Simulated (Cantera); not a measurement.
Input: 1 mol CH3Cl, 0.45 mol CH4, 0.25 mol H2, held at 0.300 bar.

Method: chemical equilibrium by Gibbs-energy minimisation in Cantera with the NASA 1993 tables (ideal gas, pure condensed phases). Candidate condensed phases: C, C6H6, C7H8, C8H18; 103 gas species. Ions and electrons are included (thermal ionisation). The numbers say what is thermodynamically allowed, not how fast it happens.

**Question.** Which condensed phases are stable at each of these points (T (°C)): 1727, 2227, 2727, 3227, 3727, 4227, 4727?

**Answer.** 
```csv
T (°C),condensed phases,C condensed (%)
1727,C(graphite),99.8
2227,C(graphite),96.8
2727,C(graphite),81.7
3227,gas only,0.0
3727,gas only,0.0
4227,gas only,0.0
4727,gas only,0.0
```

From 1727 °C to 2727 °C the condensed part is C(graphite). From 3227 °C to 4727 °C nothing is condensed.
